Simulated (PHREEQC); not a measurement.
## City or well water (model solution)

A made-up water analysis in mmol/kgw, 25 °C, pH 6.74, pe 11.6:

| constituent | mmol/kgw |
|---|---|
| Na | 1.74 |
| K | 1.48 |
| Ca | 2.42 |
| Mg | 0.581 |
| Cl | 3.89 |
| S(6) | 0.926 |
| Alkalinity (meq/kgw) | 3.55 |
| Pb | 0.00877 |

Cl is adjusted to close the charge balance.
Valence states are taken as typed.

Computed with PHREEQC (ion-association model, wateq4f.dat).

No solid was allowed to form.

Estimate the ionic strength.

ionic strength 0.0123 mol/kgw.

In which forms is S present?

SO4-2 80 %, CaSO4 15 %, MgSO4 4.1 %, KSO4- 0.5 % of the S.

Saturation is exceeded, for instance for Cerrusite; the values hold only as long as no solid forms. Species that the database lacks are ignored.
